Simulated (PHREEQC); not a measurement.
A solution holds 5.3 mmol/kgw NaBr, 0.34 mmol/kgw KF and 3.7 mmol/kgw Zn(NO3)2, at 25 °C. Closed to the air; pH follows from the charge balance.

Computed with PHREEQC (ion-association model, wateq4f.dat).

```yaml
pH: 5.87
ionic_strength: 0.0167 mol/kgw
```

```tsv
species	molality	activity	log γ
NO3-	0.00740	0.00647	-0.058
Na+	0.00530	0.00467	-0.055
Br-	0.00530	0.00466	-0.056
Zn+2	0.00368	0.00227	-0.210
K+	0.000340	0.000298	-0.057
F-	0.000328	0.000287	-0.057
ZnF+	1.05e-5	9.22e-6	-0.056
ZnBr+	3.16e-6	2.78e-6	-0.056
ZnOH+	2.07e-6	1.82e-6	-0.056
H+	1.52e-6	1.37e-6	-0.048
NaF	7.69e-7	7.72e-7	0.002
HF	5.87e-7	5.89e-7	0.002
```

No solid was allowed to form.
